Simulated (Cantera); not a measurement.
Charge: 1 mol (CH₃)₂SiCl₂, 160 mol H₂, held at 10000 Pa.

Equilibrium computed with Cantera from the NASA thermochemical tables; the gas is ideal and each condensed phase is pure. Candidate condensed phases: C, C₆H₆, C₇H₈, C₈H₁₈, Si, SiC; 109 gas species. The feed counts by its element totals alone. Equilibrium is a limit: real reactors are often held back by kinetics, nucleation or transport.

### Question
At 1625 K, list the 5 most abundant gas species with their mole fractions, and the condensed phases.

### Answer
H₂ 0.987, HCl 0.0122, H 0.000222, CH₄ 0.000143, C₂H₂ (acetylene) 3.51e-5. Condensed: C(graphite) + SiC(s).
